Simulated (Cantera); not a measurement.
Input (Python, Cantera):

```python
import numpy as np
import cantera as ct

surf = ct.Interface("ptcombust.yaml", "Pt_surf")
gas = surf.adjacent["gas"]
gas.TPX = 700, 46000, {'H2': 0.025, 'O2': 0.064, 'N2': 0.79}
surf.TP = 700, 46000
reactor = ct.FlowReactor(gas, clone=False)
reactor.area = 0.0001  # m2
reactor.surface_area_to_volume_ratio = 640  # 1/m
reactor.mass_flow_rate = 2.7 * reactor.area * gas.density  # inlet velocity 2.7 m/s
reactor.energy_enabled = False
wall = ct.ReactorSurface(surf, reactor, clone=False)
net = ct.ReactorNet([reactor])
net.rtol, net.atol = 1e-8, 1e-16
show, cover = ['H2', 'O2', 'H2O'], ['PT(S)', 'H(S)', 'O(S)', 'OH(S)', 'CO(S)', 'C(S)']

rows = []
print(f"{'z/m':>9s}{'u/(m/s)':>9s}" + "".join(f"{s:>13s}" for s in show + cover))
for z in [0.00087, 0.0017, 0.0032, 0.0062, 0.012, 0.023, 0.045, 0.087]:
    net.advance(z)
    rows.append([reactor.speed, *gas[show].X, *surf[cover].coverages])
    print(f"{z:9.4g}{rows[-1][0]:9.3g}" + "".join(f"{x:13.4e}" for x in rows[-1][1:]))
```

It prints:

```
      z/m  u/(m/s)           H2           O2          H2O        PT(S)         H(S)         O(S)        OH(S)        CO(S)         C(S)
  0.00087     2.67   4.5401e-03   6.1570e-02   2.4246e-02   1.3259e-01   2.8725e-08   8.6015e-01   7.2399e-03  -4.4452e-26   5.0041e-29
   0.0017     2.66   2.4474e-03   6.0585e-02   2.6369e-02   7.3666e-02   1.0545e-08   9.2062e-01   5.7077e-03   1.1472e-26   8.2683e-30
   0.0032     2.66   1.3055e-03   6.0048e-02   2.7527e-02   4.2168e-02   4.1867e-09   9.5338e-01   4.4484e-03   8.3843e-26   2.0255e-29
   0.0062     2.66   6.2739e-04   5.9730e-02   2.8215e-02   2.5418e-02   1.8143e-09   9.7107e-01   3.5110e-03  -1.0628e-27  -7.9334e-31
    0.012     2.66   2.4956e-04   5.9552e-02   2.8599e-02   1.7878e-02   1.0013e-09   9.7915e-01   2.9687e-03   1.7878e-27   4.2576e-31
    0.023     2.66   6.4742e-05   5.9465e-02   2.8786e-02   1.4904e-02   7.2902e-10   9.8237e-01   2.7204e-03   2.2715e-27  -3.9362e-31
    0.045     2.66   5.7679e-06   5.9437e-02   2.8846e-02   1.4063e-02   6.5729e-10   9.8329e-01   2.6454e-03  -3.6328e-25   6.0054e-29
    0.087     2.66   6.3237e-08   5.9435e-02   2.8852e-02   1.3984e-02   6.5071e-10   9.8338e-01   2.6382e-03   5.4756e-32   4.0182e-35
```

Computed with Cantera and Deutschmann's 1995 Pt surface mechanism with GRI-Mech 3.0 gas chemistry. Catalytic surfaces can have several steady states; this one follows from the mechanism file's or the stated starting coverage. Mass transfer to the wall is taken as infinitely fast.
